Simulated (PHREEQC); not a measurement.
Synthetic water in mg/L, 20 °C, pH 4.02, pe 9.4: Na 55.4; K 71.4; Ca 55.6; Mg 13.9; Cl 110; S(6) as SO4 236; Mn(2) 2.04.

Valence states are taken as typed.

All values are PHREEQC results (ion-association model, phreeqc.dat), not measurements.

```
quantity                     before     after
-------------------------  --------  --------
ionic strength (mol/kgw)     0.0114    0.0107
SO4-2 (mol/kgw)             0.00213   0.00191
Ca+2 (mol/kgw)              0.00120   0.00117
Mg+2 (mol/kgw)             0.000481  0.000359
Mn+2 (mol/kgw)              3.21e-5   2.78e-5
HSO4- (mol/kgw)             1.29e-5   5.15e-5
SI of Gypsum (CaSO4:2H2O)     -1.38     -1.31
SI of Halite (NaCl)           -6.79     -6.84
```

### Question
Name the change that produced these shifts.
(A) S(6) from 236 to 472 mg/L
(B) temperature from 20 to 80 °C at the same typed pH
(C) all concentrations times 2 at the same typed pH

### Answer
B, temperature from 20 to 80 °C at the same typed pH

Precipitation was switched off in this run. Away from 25 °C the constants follow the database's enthalpies or fits; those with neither stay at their 25 °C values.
